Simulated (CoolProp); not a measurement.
Vapour-liquid equilibrium of propane (1) + cyclopropane (2) at 589 kPa; x and y are mole fractions of (1).

Model: multi-fluid Helmholtz-energy mixture model, Lemmon 2009 and Polt 1992; pair parameters Bell 2016, in CoolProp. This equation is an older, rougher fit; its heat capacities, sound speeds and derivatives of the liquid may be far off and weren't checked against measurements.

### Question
Give the bubble temperature and the first vapour's composition at x = 0.05, 0.125, 0.425. Is there an azeotrope?

### Answer
x = 0.05: 289.6 K, y = 0.075; x = 0.125: 288.1 K, y = 0.178; x = 0.425: 283.7 K, y = 0.501. No azeotrope shows between x = 0.05 and 0.95.

The pair parameters rest on a limited set of measurements; away from them the model extrapolates.
